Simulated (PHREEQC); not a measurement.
Solution (27 °C): 9.5e-06 mol/kgw CaBr2, 0.0018 mol/kgw AlCl3 and 6.3e-05 mol/kgw Na2HAsO4. Closed to the air; pH follows from the charge balance.

Model: ion-association model, wateq4f.dat, run in PHREEQC.

Problem. The ionic strength comes out as 0.0106 mol/kgw. What activity coefficients do H2AsO4-, Ca+2, AlOH+2, H+, Al(OH)2+ get?

Solution. H2AsO4- 0.90, Ca+2 0.66, AlOH+2 0.66, H+ 0.91, Al(OH)2+ 0.90.

Precipitation was switched off in this run. The solution is supersaturated, for example in Gibbsite (slow to form), Boehmite (slow to form), so a real one may precipitate; this is no full list. Complexes and solids missing from the database can't appear. The database has no arsenate complexes of Ca.
